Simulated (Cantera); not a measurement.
An adiabatic, constant-pressure homogeneous reactor starts with 46.2 % H2, 11.3 % O2, 42.5 % N2, at 1248 K and 1.00 bar.

Detailed kinetics in Cantera: the H2/O2 subset of GRI-Mech 3.0, which has no nitrogen chemistry.

One state of this run: T (K) = 2668; x H2 = 0.252; x O2 = 0.000154; x OH = 0.00609; x H = 0.0254; x O = 0.000393; x H2O = 0.244. x: mole fraction; the columns are a selection and need not sum to one.

### Question
Which value of t (s) does it belong to?
(A) 7.98e-6
(B) 0.0200
(C) 3.00e-6
(D) 2.12e-5

### Answer
B, 0.0200
